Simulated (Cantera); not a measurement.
**Fluorocarbon and chlorocarbon gases: CH2F2 + CH4 + H2**

Input: 1 mol CH2F2, 0.03 mol CH4, 0.6 mol H2, held at 13.3 mbar.

Method: chemical equilibrium by Gibbs-energy minimisation in Cantera with the NASA 1993 tables (ideal gas, pure condensed phases). Candidate condensed phases: C, C6H6, C7H8, C8H18; 95 gas species. Kinetics and transport are ignored.

From 1600 °C to 2200 °C the condensed part is C(graphite). The main C-bearing gas is C2H2 (acetylene) throughout. The share of C in condensed phases is highest at 1600 °C (100.0 %) and lowest at 2200 °C (98.9 %).

```tsv
T (°C)	x HF	x H2	x H	x C2H2 (acetylene)	x F	n C(graphite)
1600	0.751	0.246	0.00277	7.69e-5	2.00e-6	1.03
1700	0.750	0.244	0.00578	0.000157	6.52e-6	1.03
1800	0.748	0.241	0.0112	0.000295	1.90e-5	1.03
1900	0.744	0.235	0.0203	0.000519	5.04e-5	1.03
2000	0.739	0.226	0.0346	0.000851	0.000123	1.03
2100	0.731	0.212	0.0557	0.00131	0.000283	1.02
2200	0.719	0.193	0.0849	0.00187	0.000614	1.02
```
x: gas mole fraction; n: condensed amount in mol.
